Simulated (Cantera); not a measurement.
Feed: 1 mol HMDSO, 1.5 mol H2O, 13 mol H2, at 75.0 Torr.

Cantera equilibrium calculation (NASA polynomials, part measured and part estimated; ideal gas, pure solids and liquids). Candidate condensed phases: C, C6H6, C7H8, C8H18, H2O, Si, SiC, SiO2; 123 gas species. The feed counts by its element totals alone. Kinetics and transport are ignored. All values below are at 1725 K.

Base state: H2 0.903, CO 0.0957, H 0.000558, SiO 0.000424, C2H2 (acetylene) 8.32e-5, CH4 8.15e-5 (mole fractions); condensed: C(graphite) + SiC(s).

**Question.** What changes in the equilibrium state with this change: HMDSO replaced by SiF4?

**Answer.** 
| species | before | after |
|---|---|---|
| H2 | 0.903 | 0.801 |
| HF | 0 | 0.169 |
| SiF4 | 0 | 0.0182 |
| CO | 0.0957 | 0 |
| SiF3 | 0 | 0.00132 |
| SiHF3 | 0 | 0.000172 |
| C(graphite), mol | 1.52 | 0 |
| SiC(s), mol | 1.99 | 0 |
| SiO2(condensed), mol | 0 | 0.673 |
The tables' values for SiF3, SiF2 are old estimates; treat these amounts as uncertain. The tables hold silica as quartz up to 1696 K and as liquid above; real silica turns to tridymite and cristobalite and melts near 1996 K.
